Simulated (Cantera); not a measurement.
Carbothermic reduction: SiO2 + CO

Feed: 1 mol SiO2, 14 mol CO, at 1127 °C and 101000 Pa.

Equilibrium computed with Cantera from the NASA thermochemical tables; the gas is ideal and each condensed phase is pure. Candidate condensed phases: C, Si, SiC, SiO2; 20 gas species. The tables hold silica as quartz up to 1696 K and as liquid above; real silica turns to tridymite and cristobalite and melts near 1996 K. Kinetics and transport are ignored.

```
Quantity                              Result
--------------------------------  ----------
x(CO)                                  0.998
x(CO2)                               0.00173
n(C(graphite))                    0.0242 mol
n(SiO2(β-quartz))                   1.00 mol
gas amount                         13.98 mol
log10 activity of Si(s) (absent)       -7.11
```
